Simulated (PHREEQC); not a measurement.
A made-up water analysis in mg/kgw, 25 °C, pH 6.02, pe -0.1: Na 0.216; K 0.0158; Ca 0.595; Mg 0.155; Cl 0.866; S(6) as SO4 0.943; Alkalinity as HCO3 1.17; B 0.00462; N(-3) as NH4 0.000407.

Valence states are taken as typed.

Computed with PHREEQC (ion-association model, phreeqc.dat).

Precipitation was switched off in this run.

**Question.** Predict the charge-balance error.

**Answer.** charge-balance error -9.3 %.

**Question.** In which forms is C present?

**Answer.** CO2 68 %, HCO3- 32 % of the C.
